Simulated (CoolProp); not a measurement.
Cyclohexane along the isotherm 558 K: Z from the reference equation and from simpler models built on Tc = 553.6 K, pc = 4081 kPa, ω = 0.209; each cubic takes its own stable root.

The numbers come from the reference Helmholtz-energy equation of state, Zhou 2014 in CoolProp.

```
p (kPa)          phase  reference
-------  -------------  ---------
785                gas     0.9333
1570               gas     0.8585
2350               gas     0.7725
3140               gas     0.6650
3920               gas     0.5060
4710     supercritical     0.2239
5490     supercritical     0.2355
6280     supercritical     0.2564
7060     supercritical     0.2789
7850     supercritical     0.3023
8630     supercritical     0.3257
9420     supercritical     0.3494
10200    supercritical     0.3728
```

### Question
How far does each simpler model (van der Waals, Redlich-Kwong, Soave-Redlich-Kwong, Peng-Robinson) lie from the reference over these 13 states: mean and median of the absolute difference, and the worst?

### Answer
- van der Waals: mean 25.3 %, median 37.4 %, worst +40.1 % at 558 K and 5490 kPa
- Redlich-Kwong: mean 9.6 %, median 11.8 %, worst +21.0 % at 558 K and 4710 kPa
- Soave-Redlich-Kwong: mean 10.1 %, median 12.1 %, worst +22.7 % at 558 K and 4710 kPa
- Peng-Robinson: mean 3.4 %, median 2.1 %, worst +11.9 % at 558 K and 4710 kPa
